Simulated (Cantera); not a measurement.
Input: 1 mol CsCl, 0.47 mol H₂O, 2.2 mol H₂, equilibrated at 1175 °C and 92.0 Pa.

Equilibrium computed with Cantera from the NASA thermochemical tables; the gas is ideal and each condensed phase is pure. Candidate condensed phases: Cs, CsCl, CsOH, H₂O; 22 gas species. The numbers say what is thermodynamically allowed, not how fast it happens.

Base state: H₂ 0.597, CsCl 0.269, H₂O 0.128, HCl 0.00276, Cs 0.00239, CsOH 0.000374, H 0.000235, Cs₂Cl₂ 7.54e-5 (mole fractions); condensed: gas only.

### Question
What changes in the equilibrium state with this change: CsCl replaced by FeCl₃?

### Answer
```json
[
 {"species": "H₂", "before": "0.597", "after": "0.365"},
 {"species": "HCl", "before": "0.00276", "after": "0.325"},
 {"species": "FeCl₂", "before": "0", "after": "0.197"},
 {"species": "CsCl", "before": "0.269", "after": "0"},
 {"species": "H₂O", "before": "0.128", "after": "0.113"},
 {"species": "Cs", "before": "0.00239", "after": "0"},
 {"species": "CsOH", "before": "0.000374", "after": "0"},
 {"species": "Cs₂Cl₂", "before": "7.54e-5", "after": "0"},
 {"species": "Fe(γ), mol", "before": "0", "after": "0.178"}
]
```
Further candidate phases: Fe, FeCl₂, FeCl₃, FeO, Fe(OH)₂, Fe(OH)₃, Fe₂O₃, Fe₃O₄.
